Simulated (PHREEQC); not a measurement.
Make-up at 25 °C: 0.017 mol H2SO4, 0.12 mol ZnSO4 and 0.0185 mol MnSO4 per kg of water. Closed to the air; pH follows from the charge balance.

Computed with PHREEQC (ion-association model, wateq4f.dat).

The ionic strength comes out as 0.286 mol/kgw. What activity coefficients do Zn+2, H+, Zn(SO4)2-2, SO4-2, Mn+2 get?

Zn+2 0.29, H+ 0.78, Zn(SO4)2-2 0.29, SO4-2 0.26, Mn+2 0.29.

This is a speciation only: nothing precipitates in the calculation.
